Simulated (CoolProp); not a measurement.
Vapour-liquid equilibrium of n-butane (1) + cis-2-butene (2) at 4.12 bar; x and y are mole fractions of (1).

The numbers come from the multi-fluid Helmholtz-energy mixture model, Bücker 2006 and Lemmon 2005; pair parameters Bell 2016 in CoolProp.

Question: Give the bubble temperature and the first vapour's composition at x = 0.05, 0.15, 0.45. Is there an azeotrope?

Answer: x = 0.05: 46.7 °C, y = 0.058; x = 0.15: 46.0 °C, y = 0.169; x = 0.45: 44.6 °C, y = 0.474. No azeotrope shows between x = 0.05 and 0.95.

The pair parameters rest on a limited set of measurements; away from them the model extrapolates.
